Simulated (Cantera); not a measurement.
A closed system holds: 1 mol c-C4F8, 0.64 mol CH4, held at 0.0105 Torr.

Equilibrium computed with Cantera from the NASA thermochemical tables; the gas is ideal and each condensed phase is pure. Candidate condensed phases: C, C6H6, C7H8, C8H18; 95 gas species. The feed counts by its element totals alone. Gases not in the tables: C2F6 and larger saturated fluorocarbons. The numbers say what is thermodynamically allowed, not how fast it happens.

Question: At 1750 K, list the 6 most abundant gas species with their mole fractions, and the condensed phases.

Answer: HF 0.515, F 0.206, CF4 0.164, CF2 0.112, CF3 0.00177, CF 0.000232. Condensed: C(graphite).
